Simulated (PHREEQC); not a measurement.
Make-up at 25 °C: 1.4 mol/kgw KOH, 0.0025 mol/kgw Na2B4O7 and 0.17 mol/kgw LiBr. Closed to the air; pH follows from the charge balance.

All values are PHREEQC results (Pitzer model, pitzer.dat), not measurements.

Precipitation was switched off in this run.

**Question.** Predict the pH.

**Answer.** pH 14.09.

In brines, pH and single-ion activities rest on the MacInnes convention.
